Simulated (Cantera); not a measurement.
Charge: 1 mol CH₃SiCl₃, 0.14 mol C₂H₄, 2000 mol H₂, equilibrated at 1575 °C and 1.33 mbar.

Cantera equilibrium calculation (NASA polynomials, part measured and part estimated; ideal gas, pure solids and liquids). Candidate condensed phases: C, C₆H₆, C₇H₈, C₈H₁₈, Si, SiC; 109 gas species. The feed counts by its element totals alone. Kinetics and transport are ignored.

Base state: H₂ 0.984, H 0.0144, HCl 0.00147, Si 0.000176, C₂H₂ (acetylene) 0.000161, Cl 1.63e-5 (mole fractions); condensed: SiC(s).

Problem. What changes in the equilibrium state with this change: H₂ from 2000 to 5.4 mol?

Solution. 
```json
[
 {"species": "H₂", "before": "0.984", "after": "0.658"},
 {"species": "HCl", "before": "0.00147", "after": "0.313"},
 {"species": "SiCl₂", "before": "2.37e-7", "after": "0.0128"},
 {"species": "H", "before": "0.0144", "after": "0.0118"},
 {"species": "SiCl₃", "before": "<1e-9", "after": "7.42e-5"},
 {"species": "Cl", "before": "1.63e-5", "after": "0.00425"},
 {"species": "SiCl", "before": "6.24e-7", "after": "0.000130"},
 {"species": "Si", "before": "0.000176", "after": "0.000140"},
 {"species": "C₂H₂ (acetylene)", "before": "0.000161", "after": "0.000169"},
 {"species": "SiC(s), mol", "before": "0.613", "after": "0.885"},
 {"species": "C(graphite), mol", "before": "0", "after": "0.392"}
]
```
The tables' values for SiCl, SiCl₃ are old estimates; treat these amounts as uncertain.

Problem. What changes in the equilibrium state with this change: CH₃SiCl₃ replaced by Si(CH₃)₄?

Solution. 
| species | before | after |
|---|---|---|
| H₂ | 0.984 | 0.985 |
| H | 0.0144 | 0.0144 |
| C₂H₂ (acetylene) | 0.000161 | 0.000254 |
| HCl | 0.00147 | 0 |
| Si | 0.000176 | 0.000140 |
| Cl | 1.63e-5 | 0 |
| SiC(s), mol | 0.613 | 0.690 |
| C(graphite), mol | 0 | 2.55 |
